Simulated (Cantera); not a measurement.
Chemical vapour transport: Fe + HCl

Charge: 1 mol Fe, 0.11 mol HCl, equilibrated at 240000 Pa.

Cantera equilibrium calculation (NASA polynomials, part measured and part estimated; ideal gas, pure solids and liquids). Candidate condensed phases: Fe, FeCl2, FeCl3; 11 gas species. Mutual solubility and eutectic melting of coexisting phases are not modelled. Equilibrium is a limit: real reactors are often held back by kinetics, nucleation or transport.

```json
[
 {"T (K)": "1125", "log p H2": "0.16", "log p HCl": "-0.10", "log p FeCl2": "-0.89", "log p Fe2Cl4": "-1.55", "log p FeCl3": "-3.97", "log p H": "-7.27", "log p Cl": "-7.58", "n Fe(α)": "0.957", "n FeCl2(l)": "0.0375", "n Fe(γ)": "0"},
 {"T (K)": "1150", "log p H2": "0.12", "log p HCl": "-0.07", "log p FeCl2": "-0.75", "log p Fe2Cl4": "-1.42", "log p FeCl3": "-3.80", "log p H": "-7.07", "log p Cl": "-7.31", "n Fe(α)": "0.958", "n FeCl2(l)": "0.0336", "n Fe(γ)": "0"},
 {"T (K)": "1175", "log p H2": "0.08", "log p HCl": "-0.04", "log p FeCl2": "-0.62", "log p Fe2Cl4": "-1.29", "log p FeCl3": "-3.64", "log p H": "-6.87", "log p Cl": "-7.05", "n Fe(α)": "0.960", "n FeCl2(l)": "0.0285", "n Fe(γ)": "0"},
 {"T (K)": "1200", "log p H2": "0.03", "log p HCl": "-0.02", "log p FeCl2": "-0.50", "log p Fe2Cl4": "-1.17", "log p FeCl3": "-3.49", "log p H": "-6.69", "log p Cl": "-6.80", "n Fe(α)": "0", "n FeCl2(l)": "0.0218", "n Fe(γ)": "0.962"},
 {"T (K)": "1225", "log p H2": "-0.04", "log p HCl": "-0.01", "log p FeCl2": "-0.38", "log p Fe2Cl4": "-1.06", "log p FeCl3": "-3.34", "log p H": "-6.52", "log p Cl": "-6.56", "n Fe(α)": "0", "n FeCl2(l)": "0.0128", "n Fe(γ)": "0.964"},
 {"T (K)": "1250", "log p H2": "-0.12", "log p HCl": "-0.01", "log p FeCl2": "-0.27", "log p Fe2Cl4": "-0.96", "log p FeCl3": "-3.20", "log p H": "-6.37", "log p Cl": "-6.33", "n Fe(α)": "0", "n FeCl2(l)": "0.000120", "n Fe(γ)": "0.966"},
 {"T (K)": "1275", "log p H2": "-0.12", "log p HCl": "-0.01", "log p FeCl2": "-0.24", "log p Fe2Cl4": "-1.03", "log p FeCl3": "-3.19", "log p H": "-6.19", "log p Cl": "-6.16", "n Fe(α)": "0", "n FeCl2(l)": "0", "n Fe(γ)": "0.966"},
 {"T (K)": "1300", "log p H2": "-0.12", "log p HCl": "-0.02", "log p FeCl2": "-0.22", "log p Fe2Cl4": "-1.10", "log p FeCl3": "-3.18", "log p H": "-6.02", "log p Cl": "-5.99", "n Fe(α)": "0", "n FeCl2(l)": "0", "n Fe(γ)": "0.966"},
 {"T (K)": "1325", "log p H2": "-0.12", "log p HCl": "-0.02", "log p FeCl2": "-0.21", "log p Fe2Cl4": "-1.17", "log p FeCl3": "-3.18", "log p H": "-5.85", "log p Cl": "-5.83", "n Fe(α)": "0", "n FeCl2(l)": "0", "n Fe(γ)": "0.966"},
 {"T (K)": "1350", "log p H2": "-0.12", "log p HCl": "-0.03", "log p FeCl2": "-0.19", "log p Fe2Cl4": "-1.25", "log p FeCl3": "-3.19", "log p H": "-5.68", "log p Cl": "-5.67", "n Fe(α)": "0", "n FeCl2(l)": "0", "n Fe(γ)": "0.966"},
 {"T (K)": "1375", "log p H2": "-0.12", "log p HCl": "-0.03", "log p FeCl2": "-0.18", "log p Fe2Cl4": "-1.32", "log p FeCl3": "-3.19", "log p H": "-5.52", "log p Cl": "-5.52", "n Fe(α)": "0", "n FeCl2(l)": "0", "n Fe(γ)": "0.966"},
 {"T (K)": "1400", "log p H2": "-0.12", "log p HCl": "-0.04", "log p FeCl2": "-0.17", "log p Fe2Cl4": "-1.39", "log p FeCl3": "-3.20", "log p H": "-5.37", "log p Cl": "-5.38", "n Fe(α)": "0", "n FeCl2(l)": "0", "n Fe(γ)": "0.966"},
 {"T (K)": "1425", "log p H2": "-0.12", "log p HCl": "-0.04", "log p FeCl2": "-0.16", "log p Fe2Cl4": "-1.46", "log p FeCl3": "-3.20", "log p H": "-5.22", "log p Cl": "-5.24", "n Fe(α)": "0", "n FeCl2(l)": "0", "n Fe(γ)": "0.965"},
 {"T (K)": "1450", "log p H2": "-0.11", "log p HCl": "-0.05", "log p FeCl2": "-0.15", "log p Fe2Cl4": "-1.54", "log p FeCl3": "-3.21", "log p H": "-5.08", "log p Cl": "-5.11", "n Fe(α)": "0", "n FeCl2(l)": "0", "n Fe(γ)": "0.965"}
]
```
log p: log10 of the partial pressure in bar; n: condensed amount in mol.

From 1125 K to 1175 K the condensed part is Fe(α) + FeCl2(l). From 1200 K to 1250 K the condensed part is Fe(γ) + FeCl2(l). From 1275 K to 1450 K the condensed part is Fe(γ). The main Fe-bearing gas is FeCl2 throughout.
